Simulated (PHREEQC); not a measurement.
# Copper plating or etch bath (model solution)

A solution holds 0.016 mol/kgw Cu(NO3)2, 0.00084 mol/kgw H2SO4 and 0.00026 mol/kgw H3BO3, at 25 °C. Closed to the air; pH follows from the charge balance.

Model: ion-association model, phreeqc.dat, run in PHREEQC.

This is a speciation only: nothing precipitates in the calculation.

What pH, specific conductance does the model give?

pH 2.85; specific conductance 3860 µS/cm.

In which forms is Cu present?

Cu+2 98 %, CuSO4 2.1 % of the Cu.
